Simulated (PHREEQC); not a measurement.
PHREEQC input (ion-association model, phreeqc.dat):

```
SOLUTION_SPECIES
  CO3-2 + 10 H+ + 8 e- = CH4 + 3 H2O  # shut off: no methane
    -log_k -100
    -delta_h 0
    -analytic -100
SOLUTION 1
  temp 25
  units mol/kgw
  pH 7 charge
  Cl 0.296
  Mg 0.028
  Na 0.24
END
SELECTED_OUTPUT 1
  -reset false
  -pH true
  -pe true
  -ionic_strength true
  -water true
  -totals C Cl Mg Na C(-4) C(4) Mtg
  -molalities H+ Mg+2 Na+ Cl- CO3-2 OH- HCO3- CO2 (CO2)2 MgOH+
    MgCO3 MgHCO3+ NaOH NaCO3- NaHCO3
  -saturation_indices Halite
USER_PUNCH 1
  -headings p_CO2(g) phi_CO2(g) p_Mtg(g) phi_Mtg(g) p_H2O(g) phi_H2O(g) density
  10 PUNCH PR_P("CO2(g)"), PR_PHI("CO2(g)"), PR_P("Mtg(g)"), PR_PHI("Mtg(g)"), PR_P("H2O(g)"), PR_PHI("H2O(g)"), RHO
PRINT
  -reset false
USE solution 1
REACTION_TEMPERATURE 1
  40
GAS_PHASE 1
  -fixed_pressure
  -pressure 2
  -temperature 40
  -volume 20
  CO2(g) 0.68
  Mtg(g) 1.32
  H2O(g) 0
END
# ... the last block is repeated for the other 12 points of P (atm)
```

Selected output (columns that matter, 13 of 13 rows; P (atm) added in front):

```
P (atm)	pH	mu	C	Cl	Mg	Na	Mtg	si_Halite	p_CO2(g)	phi_CO2(g)	p_Mtg(g)	phi_Mtg(g)	p_H2O(g)	phi_H2O(g)
2	4.0077	0.32444	0.014163	0.29631	0.02803	0.24025	0.0014516	-3.0431	0.64422	0.99068	1.2829	0.99644	0.072889	0.9891
5	3.8072	0.3245	0.035496	0.29631	0.02803	0.24026	0.0036758	-3.0435	1.6469	0.97717	3.279	0.99092	0.074091	0.97472
10	3.6604	0.32457	0.069485	0.29633	0.028031	0.24026	0.0072897	-3.0441	3.3199	0.95499	6.604	0.98189	0.076156	0.95104
20	3.5197	0.32468	0.13188	0.29635	0.028034	0.24029	0.014183	-3.0453	6.6724	0.91179	13.247	0.96444	0.080529	0.90469
30	3.4421	0.32477	0.1872	0.29639	0.028037	0.24031	0.020659	-3.0464	10.033	0.87013	19.882	0.94782	0.085253	0.85969
40	3.3904	0.32486	0.23589	0.29642	0.02804	0.24034	0.026748	-3.0476	13.401	0.83001	26.509	0.93202	0.090361	0.81607
50	3.3527	0.32494	0.27839	0.29646	0.028044	0.24037	0.032482	-3.0487	16.774	0.79143	33.13	0.91705	0.095885	0.77385
75	3.2921	0.32513	0.36054	0.29658	0.028055	0.24047	0.045444	-3.0514	25.231	0.70187	49.658	0.88328	0.11173	0.67477
100	3.2569	0.32532	0.4143	0.29672	0.028068	0.24058	0.056768	-3.0539	33.708	0.62276	66.161	0.85454	0.13078	0.58602
150	3.2198	0.32574	0.46766	0.29706	0.0281	0.24086	0.075684	-3.0586	50.685	0.49895	99.137	0.8096	0.17799	0.44535
200	3.1986	0.32613	0.48948	0.29739	0.028131	0.24113	0.090871	-3.0631	67.66	0.4182	132.11	0.77672	0.23221	0.35323
300	3.1655	0.32667	0.51335	0.29785	0.028175	0.2415	0.11425	-3.072	101.59	0.33399	198.07	0.73843	0.34189	0.25688
400	3.1353	0.32699	0.53147	0.2981	0.028199	0.24171	0.13247	-3.0807	135.5	0.2963	264.05	0.72806	0.44449	0.21149
```

Complexes and solids missing from the database can't appear. Away from 25 °C the constants follow the database's enthalpies or fits; those with neither stay at their 25 °C values.
